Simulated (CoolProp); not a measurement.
A single-stage vapour-compression cycle with R404A: evaporating at 267.15 K (dew point), condensing at 326.15 K (bubble point), superheat 0 K, subcooling 2 K, compressor efficiency 0.8, no pressure losses. Each further row changes one setting.

Model: reference Helmholtz-energy equation of state, Lemmon 2003, in CoolProp. It is a pseudo-pure fit of the blend.

```csv
case,cooling COP,pressure ratio,discharge temperature (K),refrigerating effect (kJ/kg),volumetric capacity (kJ/m³)
as stated,2.13,5.01,339.3,83.7,2100
evaporating temperature 272.15 K,?,4.25,?,?,2540
condensing temperature 321.15 K,?,?,333.4,?,2320
subcooling 7 K,2.37,5.01,339.3,93.0,?
superheat 10 K,?,5.01,348.3,93.2,2200
compressor efficiency 0.7,1.86,5.01,343.3,83.7,2100
```

Problem. What belongs in the gaps?

Solution. 
- evaporating temperature 272.15 K, cooling COP: 2.46
- evaporating temperature 272.15 K, discharge temperature (K): 338.1
- evaporating temperature 272.15 K, refrigerating effect (kJ/kg): 86.2
- condensing temperature 321.15 K, cooling COP: 2.52
- condensing temperature 321.15 K, pressure ratio: 4.47
- condensing temperature 321.15 K, refrigerating effect (kJ/kg): 92.5
- subcooling 7 K, volumetric capacity (kJ/m³): 2330
- superheat 10 K, cooling COP: 2.21
